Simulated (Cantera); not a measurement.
A Cantera script and its output.

```python
import numpy as np
import cantera as ct

gas = ct.Solution("h2o2.yaml")
gas.TPX = 1450, 2200, {'H2': 0.1, 'O2': 1}
reactor = ct.IdealGasConstPressureReactor(gas, energy="off", clone=False)
net = ct.ReactorNet([reactor])
net.rtol, net.atol = 1e-08, 1e-18
show = ['H2', 'O2', 'OH', 'H2O', 'H']
times = np.geomspace(0.0005, 3, 10)

steps = ct.SolutionArray(gas, extra=["t"])
rows = []
print(f"{'t/s':>10s}{'T/K':>9s}{'P/Pa':>11s}" + "".join(f"{s:>11s}" for s in show))
for t in times:
    while net.time < t:
        t_next = net.step()
        steps.append(gas.state, t=t_next)
    rows.append([np.interp(t, steps.t, y) for y in (steps.T, steps.P, *steps(*show).X.T)])
    print(f"{t:10.3e}{rows[-1][0]:9.1f}{rows[-1][1]:11.4g}" + "".join(f"{x:11.3e}" for x in rows[-1][2:]))
rate = np.gradient(steps.T, steps.t)
print("integrator steps:", len(steps.t))
if steps.T.max() > steps.T[0] + 200:
    print(f"time of steepest temperature rise: {steps.t[rate.argmax()]:.4e} s")
gas.TPX = 1450, 2200, {'H2': 0.1, 'O2': 1}
gas.equilibrate("TP")
print(f"equilibrium (TP): T = {gas.T:.1f} K  " + "  ".join(f"{s} {gas[s].X[0]:.3e}" for s in show))
```

It prints:

```
       t/s      T/K       P/Pa         H2         O2         OH        H2O          H
 5.000e-04   1450.0       2200  7.932e-03  8.445e-01  1.458e-02  6.682e-02  1.779e-02
 1.315e-03   1450.0       2200  2.449e-03  8.395e-01  1.082e-02  7.609e-02  1.438e-02
 3.456e-03   1450.0       2200  2.231e-03  8.463e-01  1.037e-02  7.806e-02  1.223e-02
 9.086e-03   1450.0       2200  1.743e-03  8.604e-01  9.236e-03  8.212e-02  8.098e-03
 2.389e-02   1450.0       2200  9.512e-04  8.811e-01  6.900e-03  8.791e-02  3.085e-03
 6.280e-02   1450.0       2200  2.939e-04  8.970e-01  3.868e-03  9.233e-02  5.092e-04
 1.651e-01   1450.0       2200  5.950e-05  9.028e-01  1.747e-03  9.418e-02  4.568e-05
 4.340e-01   1450.0       2200  1.144e-05  9.042e-01  7.678e-04  9.481e-02  3.841e-06
 1.141e+00   1450.0       2200  2.615e-06  9.045e-01  3.676e-04  9.504e-02  4.201e-07
 3.000e+00   1450.0       2200  8.833e-07  9.046e-01  2.138e-04  9.512e-02  8.272e-08
integrator steps: 1562
equilibrium (TP): T = 1450.0 K  H2 6.432e-07  O2 9.047e-01  OH 1.825e-04  H2O 9.514e-02  H 5.149e-08
```

Cantera simulation using the H2/O2 subset of GRI-Mech 3.0, which has no nitrogen chemistry; the numbers are that mechanism's predictions, not measurements. Radical loss at walls, strong at low pressure, is not modelled. The temperature is held fixed by assumption; the heat of reaction is taken as removed at once.
